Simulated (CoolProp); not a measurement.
The numbers come from the reference Helmholtz-energy equation of state, Colonna 2008 in CoolProp. It is a short technical equation, of lower accuracy than the large ones.

Task: For dodecamethylcyclohexasiloxane (D6), give the phase and the cp (kJ/(kg K)), cv (kJ/(kg K)), speed of sound (m/s), expansivity (1/kK) at 177.55 °C and 0.101 MPa; 233.95 °C and 0.101 MPa; 318.65 °C and 0.101 MPa.

Result: 
- 177.55 °C and 0.101 MPa: liquid; cp 1.88, cv 1.70, speed of sound 429, expansivity 1.55
- 233.95 °C and 0.101 MPa: liquid; cp 2.00, cv 1.80, speed of sound 336, expansivity 1.97
- 318.65 °C and 0.101 MPa: gas; cp 1.92, cv 1.89, speed of sound 99.3, expansivity 2.07
